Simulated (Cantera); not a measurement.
## CCl4 + H2 (fluorocarbon and chlorocarbon gases)

Charge: 1 mol CCl4, 3.7 mol H2, at 0.190 bar.

Equilibrium computed with Cantera from the NASA thermochemical tables; the gas is ideal and each condensed phase is pure. Candidate condensed phases: C, C6H6, C7H8, C8H18; 91 gas species. The tables' values for CCl are old estimates; treat these amounts as uncertain. Rates play no part.

```json
[
 {"T (°C)": "477", "x HCl": "0.726", "x H": "<1e-12", "x H2": "0.239", "x Cl": "1.16e-12", "x CH4": "0.0347", "x C3": "<1e-12", "x C2H2 (acetylene)": "<1e-12", "n C(graphite)": "0.809"},
 {"T (°C)": "677", "x HCl": "0.704", "x H": "6.92e-10", "x H2": "0.294", "x Cl": "1.58e-9", "x CH4": "0.00274", "x C3": "<1e-12", "x C2H2 (acetylene)": "8.06e-11", "n C(graphite)": "0.984"},
 {"T (°C)": "877", "x HCl": "0.702", "x H": "9.34e-8", "x H2": "0.298", "x Cl": "1.94e-7", "x CH4": "0.000394", "x C3": "<1e-12", "x C2H2 (acetylene)": "1.15e-8", "n C(graphite)": "0.998"},
 {"T (°C)": "1077", "x HCl": "0.702", "x H": "2.99e-6", "x H2": "0.298", "x Cl": "5.86e-6", "x CH4": "9.73e-5", "x C3": "<1e-12", "x C2H2 (acetylene)": "3.69e-7", "n C(graphite)": "0.999"},
 {"T (°C)": "1277", "x HCl": "0.702", "x H": "3.95e-5", "x H2": "0.298", "x Cl": "7.41e-5", "x CH4": "3.43e-5", "x C3": "<1e-12", "x C2H2 (acetylene)": "4.78e-6", "n C(graphite)": "1.000"},
 {"T (°C)": "1477", "x HCl": "0.701", "x H": "0.000291", "x H2": "0.298", "x Cl": "0.000528", "x CH4": "1.54e-5", "x C3": "<1e-12", "x C2H2 (acetylene)": "3.43e-5", "n C(graphite)": "1.000"},
 {"T (°C)": "1677", "x HCl": "0.698", "x H": "0.00144", "x H2": "0.298", "x Cl": "0.00252", "x CH4": "8.21e-6", "x C3": "4.12e-11", "x C2H2 (acetylene)": "0.000163", "n C(graphite)": "0.998"},
 {"T (°C)": "1877", "x HCl": "0.688", "x H": "0.00528", "x H2": "0.297", "x Cl": "0.00893", "x CH4": "4.93e-6", "x C3": "4.51e-9", "x C2H2 (acetylene)": "0.000576", "n C(graphite)": "0.993"},
 {"T (°C)": "2077", "x HCl": "0.662", "x H": "0.0155", "x H2": "0.295", "x Cl": "0.0250", "x CH4": "3.22e-6", "x C3": "2.17e-7", "x C2H2 (acetylene)": "0.00163", "n C(graphite)": "0.980"},
 {"T (°C)": "2277", "x HCl": "0.611", "x H": "0.0385", "x H2": "0.289", "x Cl": "0.0572", "x CH4": "2.21e-6", "x C3": "5.61e-6", "x C2H2 (acetylene)": "0.00385", "n C(graphite)": "0.951"},
 {"T (°C)": "2477", "x HCl": "0.525", "x H": "0.0823", "x H2": "0.275", "x Cl": "0.109", "x CH4": "1.50e-6", "x C3": "8.88e-5", "x C2H2 (acetylene)": "0.00774", "n C(graphite)": "0.891"},
 {"T (°C)": "2677", "x HCl": "0.409", "x H": "0.153", "x H2": "0.245", "x Cl": "0.175", "x CH4": "9.41e-7", "x C3": "0.000955", "x C2H2 (acetylene)": "0.0132", "n C(graphite)": "0.764"},
 {"T (°C)": "2877", "x HCl": "0.280", "x H": "0.249", "x H2": "0.196", "x Cl": "0.240", "x CH4": "4.90e-7", "x C3": "0.00751", "x C2H2 (acetylene)": "0.0184", "n C(graphite)": "0.403"},
 {"T (°C)": "3077", "x HCl": "0.169", "x H": "0.357", "x H2": "0.141", "x Cl": "0.285", "x CH4": "1.60e-7", "x C3": "0.0191", "x C2H2 (acetylene)": "0.0121", "n C(graphite)": "0"}
]
```
x: gas mole fraction; n: condensed amount in mol.

From 477 °C to 2877 °C the condensed part is C(graphite). At 3077 °C nothing is condensed. The main C-bearing gas is CH4 at 477 °C and C3 at 3077 °C.
